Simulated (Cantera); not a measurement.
Standard-state values (1 bar) from the NASA 1993 polynomials, evaluated with Cantera. Values are per mole of reaction as written; species without (g) are pure solids or liquids, kept so even where they would boil at 1 bar. VN: taken at fixed stoichiometry.

2 NO(g) + V2O4 = 3 O2(g) + 2 VN

```
T (K)  ΔH° (kJ)  ΔS° (J/K)  ΔG° (kJ)  log10 K  condensed phases
-----  --------  ---------  --------  -------  ----------------
1775      777.1      108.7     584.2   -17.19    V2O4(s), VN(s)
1875        [?]        [?]       [?]      [?]    V2O4(l), VN(s)
1975      656.9       42.7     572.6   -15.14    V2O4(l), VN(s)
2075        [?]        [?]       [?]      [?]    V2O4(l), VN(s)
2175      648.2       38.5     564.5   -13.56    V2O4(l), VN(s)
2275        [?]        [?]       [?]      [?]    V2O4(l), VN(s)
```

What belongs in the gaps?


- 1875, ΔH° (kJ): 661.6
- 1875, ΔS° (J/K): 45.2
- 1875, ΔG° (kJ): 577.0
- 1875, log10 K: -16.07
- 2075, ΔH° (kJ): 652.5
- 2075, ΔS° (J/K): 40.5
- 2075, ΔG° (kJ): 568.4
- 2075, log10 K: -14.31
- 2275, ΔH° (kJ): 644.2
- 2275, ΔS° (J/K): 36.7
- 2275, ΔG° (kJ): 560.7
- 2275, log10 K: -12.87
